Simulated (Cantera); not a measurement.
Feed: 1 mol Si3N4, 0.25 mol N2O, 3.6 mol H2, at 12.8 Torr.

These are equilibrium values from Cantera (NASA tables, ideal gas, pure condensed phases), not measurements of a reactor. Candidate condensed phases: H2O, Si, SiO2, Si2N2O, Si3N4; 35 gas species. Mutual solubility and eutectic melting of coexisting phases are not modelled. The tables' values for SiN are old estimates; treat these amounts as uncertain. Gases not in the tables: Si2H6 and higher silanes. Equilibrium is a limit: real reactors are often held back by kinetics, nucleation or transport.

log p: log10 of the partial pressure in bar; n: condensed amount in mol.

| T (°C) | log p H2 | log p N2 | log p SiO | log p H | n Si2N2O(s) | n Si3N4(s) | n Si(l) |
|---|---|---|---|---|---|---|---|
| 627 | -1.81 | -2.84 | <-13 | -10.84 | 0.250 | 0.833 | 0 |
| 702 | -1.81 | -2.84 | <-13 | -9.85 | 0.250 | 0.833 | 0 |
| 777 | -1.81 | -2.84 | <-13 | -8.99 | 0.250 | 0.833 | 0 |
| 852 | -1.81 | -2.84 | -13.30 | -8.26 | 0.250 | 0.833 | 0 |
| 927 | -1.81 | -2.84 | -11.61 | -7.61 | 0.250 | 0.833 | 0 |
| 1002 | -1.81 | -2.84 | -10.12 | -7.04 | 0.250 | 0.833 | 0 |
| 1077 | -1.81 | -2.84 | -8.80 | -6.53 | 0.250 | 0.833 | 0 |
| 1152 | -1.81 | -2.84 | -7.62 | -6.07 | 0.250 | 0.833 | 0 |
| 1227 | -1.81 | -2.84 | ___ | ___ | 0.250 | 0.833 | 0 |
| 1302 | -1.81 | -2.84 | -5.60 | -5.29 | 0.249 | 0.834 | 0 |
| 1377 | -1.81 | -2.84 | ___ | ___ | 0.246 | 0.835 | 0 |
| 1452 | -1.84 | -2.61 | -4.02 | -4.65 | 0.226 | 0.706 | 0.404 |
| 1527 | -1.99 | -2.21 | -3.33 | -4.44 | 0.0874 | 0 | 2.66 |
| 1602 | -2.00 | -2.20 | -3.16 | -4.18 | 0 | 0 | 2.75 |

Task: What belongs in the gaps?

Result: 
- 1227, log p SiO: -6.56
- 1227, log p H: -5.66
- 1377, log p SiO: -4.73
- 1377, log p H: -4.95
